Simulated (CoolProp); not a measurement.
Vapour-liquid equilibrium of ethanol (1) + ethylbenzene (2) at 0.148 MPa; x and y are mole fractions of (1).

Model: multi-fluid Helmholtz-energy mixture model, Schroeder 2014 and Zhou 2012; pair parameters Bell 2016, in CoolProp.

| x | bubble temperature (°C) | y at the bubble point | dew temperature at overall composition x (°C) | liquid density (mol/L) |
|---|---|---|---|---|
| 0.05 | 123.7 | 0.524 | 148.8 | 7.445 |
| 0.125 | 106.9 | 0.727 | 145.5 | 7.891 |
| 0.2 | 99.7 | 0.794 | 142.0 | 8.283 |
| 0.275 | 96.1 | 0.824 | 138.3 | 8.679 |
| 0.35 | 94.2 | 0.840 | 134.4 | 9.099 |
| 0.425 | 93.1 | 0.850 | 130.1 | 9.558 |
| 0.5 | 92.4 | 0.858 | 125.3 | 10.07 |
| 0.575 | 91.8 | 0.865 | 120.0 | 10.64 |
| 0.65 | 91.2 | 0.873 | 114.1 | 11.29 |
| 0.725 | 90.6 | 0.885 | 107.1 | 12.02 |
| 0.8 | 89.9 | 0.901 | 99.0 | 12.86 |
| 0.875 | 89.3 | 0.926 | 91.1 | 13.83 |
| 0.95 | 88.6 | 0.964 | 88.8 | 14.94 |

No azeotrope shows between x = 0.05 and 0.95.

The pair parameters rest on a limited set of measurements; away from them the model extrapolates. With so large a gap from Raoult's law the liquid may split in two, which this calculation doesn't test in full.
